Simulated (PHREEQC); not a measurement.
Consider water at 70 °C and 500 atm with 0.39 mol/kgw Na2SO4 and 0.039 mol/kgw LiCl. Closed to the air; pH follows from the charge balance.

All values are PHREEQC results (ion-association model, phreeqc.dat), not measurements.

```json
{
 "ionic_strength": "0.880 mol/kgw",
 "activity_of_water": "0.982",
 "density": "1.046 g/cm³"
}
```

```json
[
 {"species": "Na+", "molality": "0.623", "activity": "0.440", "log γ": "-0.151"},
 {"species": "SO4-2", "molality": "0.226", "activity": "0.0337", "log γ": "-0.826"},
 {"species": "NaSO4-", "molality": "0.157", "activity": "0.102", "log γ": "-0.189"},
 {"species": "Cl-", "molality": "0.0390", "activity": "0.0234", "log γ": "-0.223"},
 {"species": "Li+", "molality": "0.0320", "activity": "0.0213", "log γ": "-0.176"},
 {"species": "LiSO4-", "molality": "0.00699", "activity": "0.00443", "log γ": "-0.198"},
 {"species": "OH-", "molality": "2.06e-6", "activity": "1.18e-6", "log γ": "-0.242"},
 {"species": "HSO4-", "molality": "1.80e-6", "activity": "1.37e-6", "log γ": "-0.119"},
 {"species": "H+", "molality": "2.67e-7", "activity": "1.96e-7", "log γ": "-0.133"}
]
```

Precipitation was switched off in this run. The ionic strength is past about 0.7 mol/kgw, beyond the range of this activity model, so the values are rough. Under pressure, the constants of complexes without a molar volume in the database are unreliable. At this temperature some constants are extrapolated from 25 °C, and those without enthalpy data are left unchanged.
